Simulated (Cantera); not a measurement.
A Cantera script and its output.

```python
import numpy as np
import cantera as ct

gas = ct.Solution("h2o2.yaml")
gas.TPX = 1048, 13332, {'H2': 1.2, 'O2': 1, 'N2': 3.3}
inlet = ct.Reservoir(gas, clone=True)

reactor = ct.IdealGasConstPressureReactor(gas, energy="off", clone=False)
exhaust = ct.Reservoir(gas, clone=True)
tau = [24, 6.9, 2, 0.58, 0.17, 0.049, 0.014, 0.0042][0]
for a, b in ((inlet, reactor), (reactor, exhaust)):
    ct.MassFlowController(a, b, mdot=lambda t: reactor.mass / tau)
net = ct.ReactorNet([reactor])
show = ['H2', 'O2', 'O', 'HO2', 'OH']

rows = []
print(f"{'tau/s':>10s}{'T/K':>9s}" + "".join(f"{s:>11s}" for s in show))
for tau in [24, 6.9, 2, 0.58, 0.17, 0.049, 0.014, 0.0042]:
    net.initial_time = 0.0
    net.advance(30 * tau)
    before = gas.X
    net.advance(40 * tau)
    drift = np.max(np.abs(gas.X - before) / (gas.X + 1e-9))
    rows.append([gas.T, *gas[show].X, drift])
    print(f"{tau:10.3e}{gas.T:9.1f}" + "".join(f"{x:11.3e}" for x in gas[show].X))
```

Result:

```
     tau/s      T/K         H2         O2          O        HO2         OH
 2.400e+01   1048.0  9.293e-05  8.165e-02  7.560e-06  2.281e-06  5.935e-05
 6.900e+00   1048.0  2.154e-04  8.170e-02  1.844e-05  4.439e-06  8.887e-05
 2.000e+00   1048.0  4.866e-04  8.179e-02  4.437e-05  7.622e-06  1.351e-04
 5.800e-01   1048.0  1.066e-03  8.201e-02  1.044e-04  1.141e-05  2.105e-04
 1.700e-01   1048.0  2.247e-03  8.247e-02  2.358e-04  1.505e-05  3.341e-04
 4.900e-02   1048.0  4.646e-03  8.346e-02  5.178e-04  1.808e-05  5.428e-04
 1.400e-02   1048.0  9.414e-03  8.555e-02  1.098e-03  2.031e-05  8.894e-04
 4.200e-03   1048.0  1.819e-02  8.974e-02  2.172e-03  2.176e-05  1.403e-03
```

Detailed kinetics in Cantera: the H2/O2 subset of GRI-Mech 3.0, which has no nitrogen chemistry. Radical loss at walls, strong at low pressure, is not modelled. The temperature is held fixed by assumption; the heat of reaction is taken as removed at once.
